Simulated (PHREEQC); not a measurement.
Dissolve 0.74 mol/kgw KHCO3, 0.081 mol/kgw NaOH, 0.67 mol/kgw KCl and 0.03 mol/kgw CO2 at 2 °C. Closed to the air; pH follows from the charge balance.

Model: ion-association model, wateq4f.dat, run in PHREEQC.

Precipitation was switched off in this run.

Problem. Order these Na species by the share of Na that they hold, largest first: NaHCO3, Na+, NaCO3-.

Solution. Na+ (84 %), NaHCO3 (11 %), NaCO3- (4.4 %)

Problem. Order these C species by the share of C that they hold, largest first: HCO3-, NaHCO3, NaCO3-, CO2, CO3-2.

Solution. HCO3- (92 %), CO3-2 (6.4 %), NaHCO3 (1.2 %), NaCO3- (0.46 %), CO2 (0.21 %)

The pH is 8.86 and the ionic strength 1.53 mol/kgw. The ionic strength is past about 0.7 mol/kgw, beyond the range of this activity model, so the values are rough. Complexes and solids missing from the database can't appear. Constants without temperature data keep their 25 °C values here.
